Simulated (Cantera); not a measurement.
Feed: 1 mol Cu2O, 0.89 mol C, 1.8 mol N2, equilibrated at 1123 K and 0.340 bar.

Method: chemical equilibrium by Gibbs-energy minimisation in Cantera with the NASA 1993 tables (ideal gas, pure condensed phases). Candidate condensed phases: C, Cu, CuO, Cu2O; 27 gas species. Kinetics and transport are ignored.

Base state: N2 0.669, CO 0.290, CO2 0.0409 (mole fractions); condensed: Cu(s).

Question: What changes in the equilibrium state with this change: C from 0.89 to 0.34 mol?

Answer: 
| species | before | after |
|---|---|---|
| N2 | 0.669 | 0.841 |
| CO2 | 0.0409 | 0.159 |
| CO | 0.290 | 4.30e-6 |
| Cu(s), mol | 2.00 | 1.36 |
| Cu2O(s), mol | 0 | 0.320 |
Mutual solubility and eutectic melting of coexisting phases are not modelled.
